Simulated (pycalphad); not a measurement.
CALPHAD calculation (pycalphad, COST 507 light-alloy database (1999)), 1 atm. No gas phase is included, though pure Al would boil below 2950 K. The database dates from 1999; later assessments differ in places, in temperatures and in the compounds included. Phase fractions are per mole of atoms. Diffusion is slow at the low end, where real alloys seldom reach equilibrium.

Task: Give the equilibrium state of Al-28.71C (wt.%) at 650 K.

Result: AL4C3, fraction 0.919, with 25.0 C wt.%; GRAPHITE, fraction 0.081, with 100 C wt.%.

Task: Give the equilibrium state of Al-28.71C (wt.%) at 2950 K.

Result: LIQUID, fraction 0.857, with 22.0 C wt.%; GRAPHITE, fraction 0.143, with 100 C wt.%.

Database names, with the compositions (at.%) that they take in these runs: AL4C3: Al 57 C 43.
